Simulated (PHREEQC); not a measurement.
# Ultrapure water in contact with air or piping

A made-up water analysis in mmol/kgw, 25 °C, pH 6.38, pe -0.2:

```json
[
 {"constituent": "Na", "mmol/kgw": "0.0148"},
 {"constituent": "K", "mmol/kgw": "1.87e-05"},
 {"constituent": "Ca", "mmol/kgw": "0.0092"},
 {"constituent": "Mg", "mmol/kgw": "0.00547"},
 {"constituent": "Cl", "mmol/kgw": "0.00978"},
 {"constituent": "S(6)", "mmol/kgw": "0.00707"},
 {"constituent": "Alkalinity (meq/kgw)", "mmol/kgw": "0.0202"},
 {"constituent": "Br", "mmol/kgw": "0.000255"},
 {"constituent": "Fe(2)", "mmol/kgw": "0.000223"},
 {"constituent": "Mn(2)", "mmol/kgw": "0.000104"},
 {"constituent": "F", "mmol/kgw": "8.84e-05"}
]
```

Valence states are taken as typed.

Computed with PHREEQC (ion-association model, phreeqc.dat).

This is a speciation only: nothing precipitates in the calculation.

### Question
What charge-balance error does the model give?

### Answer
charge-balance error 0.4 %.

### Question
In which forms is C present?

### Answer
HCO3- 52 %, CO2 48 % of the C.

Species that the database lacks are ignored. Fluoro complexes past AlF4- and FeF3 are missing from the database.
